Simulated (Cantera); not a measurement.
Charge: 1 mol H2O, 1.4 mol H2, held at 3098.15 K and 13.3 mbar.

Cantera equilibrium calculation (NASA polynomials, part measured and part estimated; ideal gas, pure solids and liquids). Candidate condensed phases: H2O; 9 gas species. Kinetics and transport are ignored.

Base state: H 0.665, H2 0.132, O 0.129, OH 0.0421, H2O 0.0234, O2 0.00896 (mole fractions); condensed: gas only.

Q: What changes in the equilibrium state with this change: H2 from 1.4 to 0.041 mol?

A: 
```tsv
species	before	after
H	0.665	0.541
O	0.129	0.244
H2	0.132	0.0874
O2	0.00896	0.0323
OH	0.0421	0.0651
H2O	0.0234	0.0294
```
